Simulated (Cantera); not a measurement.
Feed: 1 mol C₂H₂, 0.0075 mol O₂, equilibrated at 2.90 bar.

Cantera equilibrium calculation (NASA polynomials, part measured and part estimated; ideal gas, pure solids and liquids). Candidate condensed phases: C, C₆H₆, C₇H₈, C₈H₁₈, H₂O; 110 gas species. Rates play no part.

Over these rows the condensed part is C(graphite). Partial pressures as log10 of bar:

```json
[
 {"T (K)": "775", "1000/T (1/K)": "1.2903", "log p CO": "-2.80", "log p H₂": "-0.02", "log p CH₄": "0.27", "log p H₂O": "-1.16"},
 {"T (K)": "825", "1000/T (1/K)": "1.2121", "log p CO": "-2.43", "log p H₂": "0.11", "log p CH₄": "0.19", "log p H₂O": "-1.21"},
 {"T (K)": "875", "1000/T (1/K)": "1.1429", "log p CO": "-2.11", "log p H₂": "0.22", "log p CH₄": "0.08", "log p H₂O": "-1.28"},
 {"T (K)": "925", "1000/T (1/K)": "1.0811", "log p CO": "-1.85", "log p H₂": "0.29", "log p CH₄": "-0.06", "log p H₂O": "-1.39"},
 {"T (K)": "975", "1000/T (1/K)": "1.0256", "log p CO": "-1.66", "log p H₂": "0.35", "log p CH₄": "-0.21", "log p H₂O": "-1.53"},
 {"T (K)": "1025", "1000/T (1/K)": "0.9756", "log p CO": "?", "log p H₂": "0.38", "log p CH₄": "-0.37", "log p H₂O": "-1.72"}
]
```

Question: Fit log p(CO) = a + b·(1000/T) to the five rows, give the apparent enthalpy, and predict the row at 1025 K.

Answer: Means: 1000/T = 1.1504, log p = -2.170. Sxy = -0.190453, Sxx = 0.0438127, so b = -4.35 and a = -2.170 − (-4.35)×1.1504 = 2.83.
Apparent enthalpy: −19.145 × (-4.35) = 83 kJ/mol. With the condensed phases at unit activity, C(graphite) + H₂O(g) = CO(g) + H₂(g) links this pressure to the main gases: over the six rows their terms move log p by -0.96 in all, so the slope isn't that reaction's ΔH° alone. The five rows lie within 0.03 of the line.
Prediction at 1025 K: 2.83 + (-4.35)×0.9756 = -1.41. The computed value is -1.53, 0.12 from the line.
